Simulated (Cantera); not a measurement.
Cantera run:

```python
import numpy as np
import cantera as ct

gas_names = """
    F F2 N NF NF2 NF3 N2 Si SiF SiF2 SiF3 SiF4 SiN Si2 Si2N Si3
""".split()
cond_names = """
    Si(cr) Si(L) Si3N4(a)
""".split()


# ... load() reads the species with a 1 bar reference pressure and builds the phases ...
atoms = {
    'Si3N4': {'Si': 3, 'N': 4},
    'NF3': {'N': 1, 'F': 3},
    'N2': {'N': 2},
}
top_T = {'Si3N4(a)': 2400}  # K; cautious upper limits of use, not melting points


# ... equilibrate(T, P, feed) seeds the gas with the atoms and calls Mixture.equilibrate('TP', solver="vcs", rtol=1e-11, max_steps=5000) ...
results = []
feed = {'Si3N4': 1, 'NF3': 2.5, 'N2': 3.1}  # mol
T = 1023  # K
P = 1000  # Pa
mix = equilibrate(T, P, feed)
results.append((T, P, feed, dict(zip(mix.species_names, mix.species_moles))))
print(gas.report(threshold=0.0001))
for i in range(1, mix.n_phases):
    print(f"{mix.phase(i).name:16s} {mix.phase_moles(i):12.5e} mol")
```

It prints:

```
       temperature   1023 K
          pressure   1000 Pa
           density   0.0055367 kg/m^3
  mean mol. weight   47.093 kg/kmol
   phase of matter   gas

                          1 kg             1 kmol
                     ---------------   ---------------
          enthalpy       -7.8869e+06       -3.7142e+08  J
   internal energy       -8.0675e+06       -3.7993e+08  J
           entropy              6656        3.1345e+05  J/K
    Gibbs function       -1.4696e+07       -6.9209e+08  J
 heat capacity c_p            1067.6             50278  J/K
 heat capacity c_v            891.06             41963  J/K

                      mass frac. Y      mole frac. X     chem. pot. / RT
                     ---------------   ---------------   ---------------
                N2           0.44564           0.74916           -29.815
              SiF4           0.55428            0.2508           -235.34
     [  +14 minor]        7.5968e-05        4.2053e-05

Si(cr)            0.00000e+00 mol
Si3N4(a)          3.74974e-01 mol
```

Method: chemical equilibrium by Gibbs-energy minimisation in Cantera with the NASA 1993 tables (ideal gas, pure condensed phases). The tables' values for SiF3 are old estimates; treat these amounts as uncertain.
